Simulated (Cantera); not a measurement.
An isothermal plug-flow reactor at 875 K and 3.30 bar (inlet), inlet velocity 0.68 m/s, active area per volume 600 1/m; feed CO : O₂ : N₂ : H₂O = 0.0063 : 0.095 : 0.79 : 0.024 (molar parts), equivalence ratio 0.033.

Computed with Cantera and Deutschmann's 1995 Pt surface mechanism with GRI-Mech 3.0 gas chemistry. Catalytic surfaces can have several steady states; this one follows from the mechanism file's or the stated starting coverage. Mass transfer to the wall is taken as infinitely fast.

Question: What does this change do: O2 0.095 to 0.18 parts?

Answer: 
```tsv
quantity	before	after
x(CO) at z = 0.0044 m	7.98e-5	0.000428
x(O₂) at z = 0.0044 m	0.101	0.178
x(H₂O) at z = 0.0044 m	0.0263	0.0241
x(CO₂) at z = 0.0044 m	0.00683	0.00589
θ(free Pt) at the exit	0.0521	0.0421
θ(O*) at the exit	0.943	0.954
θ(OH*) at the exit	0.00483	0.00418
```

Question: What does this change do: temperature 875 to 750 K?

Answer: 
```tsv
quantity	before	after
x(CO) at z = 0.0044 m	7.98e-5	0.00355
x(O₂) at z = 0.0044 m	0.101	0.102
x(H₂O) at z = 0.0044 m	0.0263	0.0263
x(CO₂) at z = 0.0044 m	0.00683	0.00334
θ(free Pt) at the exit	0.0521	0.0155
θ(O*) at the exit	0.943	0.978
θ(OH*) at the exit	0.00483	0.00514
```
